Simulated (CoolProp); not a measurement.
Vapour pressure (MPa) of oxygen: the reference equation beside estimates from Tc = -118.6 °C, pc = 5.046 MPa, ω = 0.022. Clausius-Clapeyron is anchored at -169.25 °C with a constant enthalpy of vaporisation of 6.332 kJ/mol.

Values from CoolProp's reference Helmholtz-energy equation of state, Schmidt 1985.

| T (°C) | reference | Lee-Kesler | Clausius-Clapeyron | van der Waals | Redlich-Kwong | Soave-Redlich-Kwong |
|---|---|---|---|---|---|---|
| -172.05 | 0.2783 | 0.2774 | 0.2840 | ___ | 0.2417 | 0.2761 |
| -169.25 | 0.3479 | 0.3473 | 0.3479 | 0.8191 | 0.3099 | 0.3463 |
| -166.45 | 0.4297 | ___ | 0.4217 | 0.9408 | ___ | ___ |
| -163.65 | 0.5249 | 0.5249 | 0.5061 | 1.074 | 0.4869 | 0.5252 |
| -160.95 | 0.6305 | 0.6309 | 0.5983 | 1.213 | 0.5942 | 0.6323 |
| -158.15 | 0.7556 | 0.7562 | 0.7059 | 1.370 | 0.7222 | 0.7593 |
| -155.35 | 0.8978 | 0.8986 | 0.8262 | 1.538 | 0.8685 | 0.9038 |
| -152.55 | 1.058 | 1.059 | 0.9600 | 1.720 | 1.034 | 1.067 |
| -149.75 | 1.239 | 1.239 | 1.108 | 1.914 | 1.221 | 1.251 |
| -147.05 | 1.432 | 1.432 | 1.264 | 2.115 | 1.422 | 1.448 |

Task: What belongs in the gaps?

Result: 
- -172.05, van der Waals: 0.7083
- -166.45, Lee-Kesler: 0.4294
- -166.45, Redlich-Kwong: 0.3912
- -166.45, Soave-Redlich-Kwong: 0.4289

Absolute difference from the reference over all 10 rows, mean and median: Lee-Kesler 0.1 and 0.1 %, Clausius-Clapeyron 5.9 and 5.8 %, van der Waals 92.3 and 86.8 %, Redlich-Kwong 5.8 and 5.1 %, Soave-Redlich-Kwong 0.6 and 0.6 %.
